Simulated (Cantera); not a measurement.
Standard-state values (1 bar) from the NASA 1993 polynomials, evaluated with Cantera. Values are per mole of reaction as written; species without (g) are pure solids or liquids, kept so even where they would boil at 1 bar.

2 NO2(g) + 2 Ta → N2(g) + 2 TaO2(g)

```csv
T (K),ΔH° (kJ),ΔS° (J/K),ΔG° (kJ),log10 K
300,-470.1,188.8,-526.7,91.71
1125,-481.1,173.0,-675.7,31.37
1275,___,___,___,___
1425,-487.2,168.2,-726.9,26.64
1575,___,___,___,___
1725,-494.1,163.8,-776.7,23.52
1875,-497.8,161.7,-801.1,22.32
2025,___,___,___,___
```

### Question
Complete the blanks.

### Answer

- 1275, ΔH° (kJ): -484.0
- 1275, ΔS° (J/K): 170.5
- 1275, ΔG° (kJ): -701.5
- 1275, log10 K: 28.74
- 1575, ΔH° (kJ): -490.5
- 1575, ΔS° (J/K): 166.0
- 1575, ΔG° (kJ): -751.9
- 1575, log10 K: 24.94
- 2025, ΔH° (kJ): -501.8
- 2025, ΔS° (J/K): 159.7
- 2025, ΔG° (kJ): -825.2
- 2025, log10 K: 21.29
